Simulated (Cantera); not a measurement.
A perfectly stirred reactor is fed with CH4 : C2H6 : O2 : N2 = 1 : 0.097 : 4.18 : 15.7 (molar parts), equivalence ratio 0.56, at 503 Torr; it is adiabatic with a 400 K inlet, and is followed from long to short residence time, starting on the burning branch (τ in s: 0.27, 0.12, 0.049, 0.021, 0.0088, 0.0037, 0.0016, 0.00067, 0.00028, 0.00012, 5.1e-05, 2.1e-05, 9.1e-06).

Detailed kinetics in Cantera: GRI-Mech 3.0 (53 species, 325 reactions).

**Question.** Predict: blow-out, bracketed by the residence times tried; x(CH4) at τ = 0.270 s; x(C2H6) at τ = 0.270 s; x(O2) at τ = 0.270 s; x(H2O2) at τ = 0.270 s; x(H2O) at τ = 0.270 s; x(CH4) at τ = 1.60 ms; x(C2H6) at τ = 1.60 ms; x(O2) at τ = 1.60 ms; x(H2O2) at τ = 1.60 ms; x(H2O) at τ = 1.60 ms.

**Answer.** 
```
Property                                                                        Result
------------------------------------------------  ------------------------------------
blow-out, bracketed by the residence times tried  burning at 0.670 ms, out at 0.280 ms
x(CH4) at τ = 0.270 s                                                          7.36e-6
x(C2H6) at τ = 0.270 s                                                         1.79e-7
x(O2) at τ = 0.270 s                                                            0.0874
x(H2O2) at τ = 0.270 s                                                         5.99e-8
x(H2O) at τ = 0.270 s                                                            0.108
x(CH4) at τ = 1.60 ms                                                         0.000233
x(C2H6) at τ = 1.60 ms                                                         5.66e-6
x(O2) at τ = 1.60 ms                                                            0.0901
x(H2O2) at τ = 1.60 ms                                                         5.17e-7
x(H2O) at τ = 1.60 ms                                                            0.104
```
